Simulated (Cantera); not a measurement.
An isothermal, constant-pressure homogeneous reactor starts with NO : N2 = 1 : 0.91 (molar parts), at 1873 K and 0.0188 atm.

Model: GRI-Mech 3.0 (53 species, 325 reactions), integrated in Cantera. Radical loss at walls, strong at low pressure, is not modelled.

Task: Predict: x(NO) at 8.00 s; x(N2) at 8.00 s; x(O) at 8.00 s; x(N2O) at 8.00 s; x(O2) at 8.00 s.

Result: 
```
Item                                                  Value
----------------  -----------------------------------------
x(NO) at 8.00 s       0.460 (gas-phase equilibrium 0.00567)
x(N2) at 8.00 s         0.508 (gas-phase equilibrium 0.735)
x(O) at 8.00 s    0.000368 (gas-phase equilibrium 0.000877)
x(N2O) at 8.00 s    6.97e-5 (gas-phase equilibrium 4.30e-8)
x(O2) at 8.00 s        0.0312 (gas-phase equilibrium 0.258)
```
